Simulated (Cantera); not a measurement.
Input: 1 mol SiCl₄, 4.3 mol HCl, 380 mol H₂, at 1275 K and 0.100 bar.

Cantera equilibrium calculation (NASA polynomials, part measured and part estimated; ideal gas, pure solids and liquids). Candidate condensed phases: Si; 19 gas species. The tables' values for SiCl₃ are old estimates; treat these amounts as uncertain. Kinetics and transport are ignored.

Base state: H₂ 0.980, HCl 0.0189, SiCl₂ 0.000942, SiHCl₃ 8.95e-5, SiCl₃ 7.87e-5, SiCl₄ 4.27e-5, SiH₂Cl₂ 2.60e-5 (mole fractions); condensed: Si(s).

**Question.** What changes in the equilibrium state with this change: temperature from 1275 K to 1150 K?

**Answer.** 
| species | before | after |
|---|---|---|
| H₂ | 0.980 | 0.982 |
| HCl | 0.0189 | 0.0164 |
| SiCl₂ | 0.000942 | 0.000604 |
| SiHCl₃ | 8.95e-5 | 0.000519 |
| SiCl₄ | 4.27e-5 | 0.000427 |
| SiH₂Cl₂ | 2.60e-5 | 7.91e-5 |
| SiCl₃ | 7.87e-5 | 0.000154 |
| Si(s), mol | 0.544 | 0.311 |
